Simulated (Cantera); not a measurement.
Feed: 1 mol Ti, 3.3 mol H2, held at 7.50 Torr.

Cantera equilibrium calculation (NASA polynomials, part measured and part estimated; ideal gas, pure solids and liquids). Candidate condensed phases: Ti; 3 gas species. Kinetics and transport are ignored.

Task: Which condensed phases are stable at each of these points (T (K)): 1073, 1223, 1373, 1523, 1673, 1823, 1973, 2123, 2273?

Result: 
| T (K) | condensed phases | Ti condensed (%) |
|---|---|---|
| 1073 | Ti(α) | 100.0 |
| 1223 | Ti(β) | 100.0 |
| 1373 | Ti(β) | 100.0 |
| 1523 | Ti(β) | 100.0 |
| 1673 | Ti(β) | 100.0 |
| 1823 | Ti(β) | 100.0 |
| 1973 | Ti(l) | 99.8 |
| 2123 | Ti(l) | 98.5 |
| 2273 | Ti(l) | 91.9 |

At 1073 K the condensed part is Ti(α). From 1223 K to 1823 K the condensed part is Ti(β). From 1973 K to 2273 K the condensed part is Ti(l).
